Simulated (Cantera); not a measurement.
A closed system holds: 1 mol B₂O₃, 2.5 mol H₂, at 2200 °C and 210 Torr.

Method: chemical equilibrium by Gibbs-energy minimisation in Cantera with the NASA 1993 tables (ideal gas, pure condensed phases). Candidate condensed phases: B, B₂O₃, B₃O₃H₃, H₂O; 23 gas species. Kinetics and transport are ignored.

Base state: H₂ 0.559, B₂O₃ 0.142, HBO₂ 0.114, HBO 0.0761, BO 0.0424, H 0.0315, H₂O 0.0175, B₂O₂ 0.0160 (mole fractions); condensed: gas only.

**Question.** What changes in the equilibrium state with this change: temperature from 2200 °C to 1950 °C?

**Answer.** 
| species | before | after |
|---|---|---|
| H₂ | 0.559 | 0.602 |
| B₂O₃ | 0.142 | 0.167 |
| HBO₂ | 0.114 | 0.105 |
| BO | 0.0424 | 0.0138 |
| H | 0.0315 | 0.00939 |
| H₂O | 0.0175 | 0.00953 |
| B₂O₂ | 0.0160 | 0.0184 |
| HBO | 0.0761 | 0.0741 |
| OH | 0.000198 | 2.15e-5 |
| BO₂ | 0.00155 | 0.000286 |
